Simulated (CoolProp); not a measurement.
R407C at 298.15 K and 4.47 MPa is throttled through a valve to 0.91 MPa with no heat exchange. Each further row changes one setting.

Computed with CoolProp (reference Helmholtz-energy equation of state, Lemmon 2003). It is a pseudo-pure fit of the blend.

```tsv
case	temperature change (K)	final phase	final density (kg/m³)
as stated	-9.2	two-phase, vapour fraction 0.072	…
outlet pressure 0.273 MPa	…	…	41.2
outlet pressure 1.18 MPa	…	two-phase, vapour fraction 0.001	1120
```

Task: Complete the blanks.

Result: 
- as stated, final density (kg/m³): 379
- outlet pressure 0.273 MPa, temperature change (K): -43.8
- outlet pressure 0.273 MPa, final phase: two-phase, vapour fraction 0.282
- outlet pressure 1.18 MPa, temperature change (K): -0.3
